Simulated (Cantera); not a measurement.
Input (Python, Cantera):

```python
import numpy as np
import cantera as ct

gas = ct.Solution("gri30.yaml")
gas.TPX = 975, 97000, {'CH3OH': 0.0025, 'O2': 0.0022, 'N2': 2.8}
inlet = ct.Reservoir(gas, clone=True)

reactor = ct.IdealGasConstPressureReactor(gas, energy="off", clone=False)
exhaust = ct.Reservoir(gas, clone=True)
tau = [2.1, 0.6, 0.17, 0.049, 0.014, 0.0039, 0.0011, 0.00031][0]
for a, b in ((inlet, reactor), (reactor, exhaust)):
    ct.MassFlowController(a, b, mdot=lambda t: reactor.mass / tau)
net = ct.ReactorNet([reactor])
show = ['CH3OH', 'O2', 'C2H2', 'CO', 'C2H6', 'C2H4', 'HCO']

rows = []
print(f"{'tau/s':>10s}{'T/K':>9s}" + "".join(f"{s:>11s}" for s in show))
for tau in [2.1, 0.6, 0.17, 0.049, 0.014, 0.0039, 0.0011, 0.00031]:
    net.initial_time = 0.0
    net.advance(30 * tau)
    before = gas.X
    net.advance(40 * tau)
    drift = np.max(np.abs(gas.X - before) / (gas.X + 1e-9))
    rows.append([gas.T, *gas[show].X, drift])
    print(f"{tau:10.3e}{gas.T:9.1f}" + "".join(f"{x:11.3e}" for x in gas[show].X))
```

Result:

```
     tau/s      T/K      CH3OH         O2       C2H2         CO       C2H6       C2H4        HCO
 2.100e+00    975.0  1.961e-04  4.627e-04  2.167e-15  5.749e-04  4.412e-14  6.898e-14  7.116e-10
 6.000e-01    975.0  3.911e-04  5.693e-04  5.225e-16  3.696e-04  4.108e-14  3.435e-14  1.488e-09
 1.700e-01    975.0  8.914e-04  7.844e-04  6.247e-20  3.490e-10  8.231e-14  9.657e-16  2.491e-17
 4.900e-02    975.0  8.914e-04  7.844e-04  1.784e-20  1.001e-10  1.775e-14  2.235e-16  4.843e-18
 1.400e-02    975.0  8.914e-04  7.844e-04  5.077e-21  2.856e-11  2.209e-15  3.508e-17  1.139e-18
 3.900e-03    975.0  8.914e-04  7.844e-04  1.405e-21  7.929e-12  1.226e-16  3.414e-18  2.776e-19
 1.100e-03    975.0  8.914e-04  7.844e-04  3.876e-22  2.212e-12  4.033e-18  2.761e-19  7.089e-20
 3.100e-04    975.0  8.914e-04  7.844e-04  1.012e-22  6.002e-13  9.953e-20  2.102e-20  1.709e-20
```

Cantera simulation using GRI-Mech 3.0 (53 species, 325 reactions); the numbers are that mechanism's predictions, not measurements. GRI-Mech 3.0 was tuned for natural gas; its chemistry of methanol as a main component is partial and can be far from experiment.
